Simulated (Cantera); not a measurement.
Premixed flame

A freely propagating, adiabatic, planar premixed flame of 11.4 % CH4, 17.5 % O2, 65.6 % N2, 5.56 % H2O, unburnt at 650 K and 0.150 bar; mixture-averaged transport, grid criteria slope 0.08 and curve 0.16, no radiation.

Detailed kinetics in Cantera: GRI-Mech 3.0 (53 species, 325 reactions). Burning velocities carry a grid error of a few per cent, more on coarse grids.

```json
[
 {"z (mm)": "-6.13", "T (K)": "650", "u (m/s)": "1.55", "x CH4": "0.113", "x O2": "0.174", "x H2O": "0.0555", "x HCO": "<1e-8", "x OH": "<1e-8", "x CO": "3.22e-6"},
 {"z (mm)": "-4.08", "T (K)": "652", "u (m/s)": "1.56", "x CH4": "0.113", "x O2": "0.174", "x H2O": "0.0556", "x HCO": "<1e-8", "x OH": "1.92e-8", "x CO": "4.71e-5"},
 {"z (mm)": "-3.06", "T (K)": "661", "u (m/s)": "1.59", "x CH4": "0.111", "x O2": "0.172", "x H2O": "0.0565", "x HCO": "<1e-8", "x OH": "2.86e-7", "x CO": "0.000243"},
 {"z (mm)": "-2.04", "T (K)": "729", "u (m/s)": "1.78", "x CH4": "0.105", "x O2": "0.166", "x H2O": "0.0637", "x HCO": "<1e-8", "x OH": "3.96e-6", "x CO": "0.00228"},
 {"z (mm)": "-1.02", "T (K)": "1109", "u (m/s)": "2.77", "x CH4": "0.0730", "x O2": "0.133", "x H2O": "0.103", "x HCO": "2.69e-6", "x OH": "6.58e-5", "x CO": "0.0191"},
 {"z (mm)": "-0.510", "T (K)": "1475", "u (m/s)": "3.74", "x CH4": "0.0393", "x O2": "0.0922", "x H2O": "0.143", "x HCO": "3.19e-5", "x OH": "0.000461", "x CO": "0.0418"},
 {"z (mm)": "0", "T (K)": "1802", "u (m/s)": "4.62", "x CH4": "0.0108", "x O2": "0.0474", "x H2O": "0.182", "x HCO": "7.53e-5", "x OH": "0.00203", "x CO": "0.0653"},
 {"z (mm)": "0.510", "T (K)": "1958", "u (m/s)": "5.04", "x CH4": "0.00137", "x O2": "0.0202", "x H2O": "0.203", "x HCO": "3.72e-5", "x OH": "0.00468", "x CO": "0.0724"},
 {"z (mm)": "1.02", "T (K)": "2000", "u (m/s)": "5.14", "x CH4": "0.000106", "x O2": "0.00919", "x H2O": "0.209", "x HCO": "5.70e-6", "x OH": "0.00645", "x CO": "0.0682"},
 {"z (mm)": "2.04", "T (K)": "2016", "u (m/s)": "5.16", "x CH4": "6.01e-7", "x O2": "0.00416", "x H2O": "0.209", "x HCO": "8.23e-8", "x OH": "0.00720", "x CO": "0.0600"},
 {"z (mm)": "4.08", "T (K)": "2027", "u (m/s)": "5.17", "x CH4": "<1e-8", "x O2": "0.00321", "x H2O": "0.207", "x HCO": "2.95e-8", "x OH": "0.00710", "x CO": "0.0555"},
 {"z (mm)": "8.17", "T (K)": "2041", "u (m/s)": "5.20", "x CH4": "<1e-8", "x O2": "0.00289", "x H2O": "0.208", "x HCO": "2.72e-8", "x OH": "0.00686", "x CO": "0.0548"},
 {"z (mm)": "16.3", "T (K)": "2062", "u (m/s)": "5.25", "x CH4": "<1e-8", "x O2": "0.00246", "x H2O": "0.210", "x HCO": "2.42e-8", "x OH": "0.00645", "x CO": "0.0549"}
]
```
x: mole fraction of selected species; z is measured from the peak of heat release.

```json
{
 "laminar_burning_velocity": "155 cm/s",
 "thermal_thickness": "2.04 mm",
 "peak x(HCO)": "7.53e-5",
 "peak x(OH)": "0.00721",
 "peak x(CO)": "0.0725",
 "grid_points": "156"
}
```
